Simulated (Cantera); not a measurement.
Input: 1 mol Zr, 0.28 mol N2O, 18 mol N2, 0.47 mol NH3, equilibrated at 1777 °C and 27.0 Pa.

Cantera equilibrium calculation (NASA polynomials, part measured and part estimated; ideal gas, pure solids and liquids). Candidate condensed phases: H2O, Zr, ZrN, ZrO2; 28 gas species. Mutual solubility and eutectic melting of coexisting phases are not modelled. ZrN: taken at fixed stoichiometry. Condensed phases not in the tables: solid solutions among these carbides, nitrides and lower oxides. Kinetics and transport are ignored.

Base state: N2 0.952, H2 0.0260, H 0.0223, ZrO 2.03e-5 (mole fractions); condensed: ZrN(s) + ZrO2(tetragonal).

Problem. What changes in the equilibrium state with this change: pressure from 27.0 Pa to 9.30 bar?

Solution. 
| species | before | after |
|---|---|---|
| N2 | 0.952 | 0.962 |
| H2 | 0.0260 | 0.0374 |
| H | 0.0223 | 0.000144 |
| ZrO | 2.03e-5 | <1e-9 |
| H2O | 9.84e-7 | 1.94e-5 |
| ZrN(s), mol | 0.860 | 0.860 |
| ZrO2(tetragonal), mol | 0.140 | 0.140 |

Problem. What changes in the equilibrium state with this change: temperature from 1777 °C to 2152 °C?

Solution. 
```json
[
 {"species": "N2", "before": "0.952", "after": "0.918"},
 {"species": "H", "before": "0.0223", "after": "0.0643"},
 {"species": "ZrO", "before": "2.03e-5", "after": "0.0139"},
 {"species": "H2", "before": "0.0260", "after": "0.00349"},
 {"species": "Zr", "before": "4.07e-8", "after": "0.000242"},
 {"species": "ZrO2", "before": "3.82e-7", "after": "0.000120"},
 {"species": "ZrN(s), mol", "before": "0.860", "after": "0.718"},
 {"species": "ZrO2(tetragonal), mol", "before": "0.140", "after": "0"}
]
```
